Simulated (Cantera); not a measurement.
An isothermal plug-flow reactor at 950 K and 2.40 bar (inlet), inlet velocity 0.088 m/s, active area per volume 1100 1/m; feed CO : O₂ : N₂ : H₂O = 0.02 : 0.021 : 0.79 : 0.041 (molar parts).

Computed with Cantera and Deutschmann's 1995 Pt surface mechanism with GRI-Mech 3.0 gas chemistry. Catalytic surfaces can have several steady states; this one follows from the mechanism file's or the stated starting coverage. Mass transfer to the wall is taken as infinitely fast.

**Question.** What does this change do: temperature 950 to 575 K?

**Answer.** 
```csv
quantity,before,after
x(CO) at z = 0.1 m,<1e-12,0.0210
x(O₂) at z = 0.1 m,0.0128,0.0231
x(H₂O) at z = 0.1 m,0.0476,0.0471
x(CO₂) at z = 0.1 m,0.0232,0.00196
θ(free Pt) at the exit,0.199,0.00196
θ(O*) at the exit,0.794,0.00103
```
